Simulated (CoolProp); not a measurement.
Model: reference Helmholtz-energy equation of state, Lemmon 2006, in CoolProp. It is a short technical equation, of lower accuracy than the large ones.

Task: For neopentane, give the phase and the density (kg/m³), isothermal compressibility (1/MPa) at 400.4 K and 5.33 bar; 400.4 K and 21.3 bar.

Result: 
- 400.4 K and 5.33 bar: gas; density 12.5, isothermal compressibility 2.04
- 400.4 K and 21.3 bar: liquid; density 435, isothermal compressibility 0.0300
